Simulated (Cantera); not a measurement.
Input (Python, Cantera) and output of one run.

```python
import numpy as np
import cantera as ct

gas_names = """
    H HNO HNO2 HNO3 HO2 H2 H2O H2O2 N NH NH2 NH3 NH2OH NO NO2 NO3 N2 N2H2 N2H4 N2O O OH O2 O3 Si SiH
    SiH2 SiH3 SiH4 SiN SiO SiO2 Si2 Si2N Si3
""".split()
cond_names = """
    H2O(s) H2O(L) Si(cr) Si(L) SiO2(Lqz) SiO2(hqz) SiO2(L) Si2N2O(s) Si3N4(a)
""".split()


# ... load() reads the species with a 1 bar reference pressure and builds the phases ...
atoms = {
    'Si3N4': {'Si': 3, 'N': 4},
    'H2O': {'H': 2, 'O': 1},
    'N2': {'N': 2},
}
top_T = {'Si2N2O(s)': 2100, 'Si3N4(a)': 2400}  # K; cautious upper limits of use, not melting points


# ... equilibrate(T, P, feed) seeds the gas with the atoms and calls Mixture.equilibrate('TP', solver="vcs", rtol=1e-11, max_steps=5000) ...
results = []
feed = {'Si3N4': 1, 'H2O': 0.93, 'N2': 13}  # mol
T = 1600  # K
P = 4.5  # Pa
mix = equilibrate(T, P, feed)
results.append((T, P, feed, dict(zip(mix.species_names, mix.species_moles))))
print(gas.report(threshold=0.0001))
for i in range(1, mix.n_phases):
    print(f"{mix.phase(i).name:16s} {mix.phase_moles(i):12.5e} mol")
```

It prints:

```
       temperature   1600 K
          pressure   4.5 Pa
           density   9.2831e-06 kg/m^3
  mean mol. weight   27.443 kg/kmol
   phase of matter   gas

                          1 kg             1 kmol
                     ---------------   ---------------
          enthalpy        1.3757e+06        3.7753e+07  J
   internal energy        8.9092e+05         2.445e+07  J
           entropy             11978        3.2872e+05  J/K
    Gibbs function        -1.779e+07       -4.8821e+08  J
 heat capacity c_p            1275.1             34992  J/K
 heat capacity c_v            972.11             26678  J/K

                      mass frac. Y      mole frac. X     chem. pot. / RT
                     ---------------   ---------------   ---------------
                 H        6.9204e-05         0.0018841            -15.86
                H2         0.0039699          0.054041            -31.72
                N2           0.90532           0.88687           -36.342
                Si         0.0022175         0.0021668           -4.7471
               SiO           0.08833          0.054987           -49.333
     [  +30 minor]         9.146e-05        4.5792e-05

Si(cr)            2.03211e+00 mol
SiO2(hqz)         0.00000e+00 mol
Si2N2O(s)         0.00000e+00 mol
Si3N4(a)          0.00000e+00 mol
```

Cantera equilibrium calculation (NASA polynomials, part measured and part estimated; ideal gas, pure solids and liquids). The tables' values for SiN are old estimates; treat these amounts as uncertain.
